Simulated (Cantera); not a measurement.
Charge: 1 mol Fe(CO)₅, 1.2 mol CO, 0.31 mol N₂, held at 875 K and 7.50 Torr.

Cantera equilibrium calculation (NASA polynomials, part measured and part estimated; ideal gas, pure solids and liquids). Candidate condensed phases: C, Fe, Fe(CO)₅, FeO, Fe₂O₃, Fe₃O₄; 27 gas species. Condensed phases not in the tables: cementite and carbon dissolved in iron. Kinetics and transport are ignored.

Base state: CO 0.868, CO₂ 0.0809, N₂ 0.0515 (mole fractions); condensed: C(graphite) + Fe(α).

Question: What changes in the equilibrium state with this change: temperature from 875 K to 1400 K?

Answer: 
| species | before | after |
|---|---|---|
| CO | 0.868 | 0.952 |
| N₂ | 0.0515 | 0.0476 |
| CO₂ | 0.0809 | 1.56e-5 |
| C(graphite), mol | 0.487 | 0 |
| Fe(α), mol | 1.00 | 0 |
| Fe(γ), mol | 0 | 1.000 |
